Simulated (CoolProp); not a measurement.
Properties of hydrogen chloride along the isobar 120 bar (Tc = 324.7 K, pc = 83.14 bar, ω = 0.130).

Computed with CoolProp (reference Helmholtz-energy equation of state, Thol 2018).

| T (K) | phase | Z | cp (kJ/(kg K)) | cv (kJ/(kg K)) | speed of sound (m/s) | fugacity coefficient |
|---|---|---|---|---|---|---|
| 312.3 | liquid | 0.2095 | 2.347 | 0.8813 | 512.1 | 0.4056 |
| 343 | supercritical | 0.3120 | 6.803 | 0.9987 | 265.9 | 0.5817 |
| 373.6 | supercritical | 0.6111 | 2.342 | 0.8271 | 294.2 | 0.6916 |
| 404.3 | supercritical | 0.7300 | 1.524 | 0.7104 | 327.4 | 0.7602 |
| 434.9 | supercritical | 0.7992 | 1.247 | 0.6548 | 352.1 | 0.8097 |
| 465.5 | supercritical | 0.8459 | 1.113 | 0.6260 | 372.6 | 0.8473 |
| 496.2 | supercritical | 0.8797 | 1.037 | 0.6108 | 390.4 | 0.8769 |
| 526.8 | supercritical | 0.9052 | 0.9903 | 0.6030 | 406.5 | 0.9004 |
| 557.5 | supercritical | 0.9250 | 0.9595 | 0.5995 | 421.2 | 0.9195 |
| 588.1 | supercritical | 0.9408 | 0.9386 | 0.5987 | 434.9 | 0.9351 |
| 618.8 | supercritical | 0.9535 | 0.9239 | 0.5995 | 447.8 | 0.9481 |
| 649.4 | supercritical | 0.9639 | 0.9136 | 0.6014 | 459.9 | 0.9588 |

The peak of cp marks the crossing from liquid-like to gas-like fluid above the critical point.
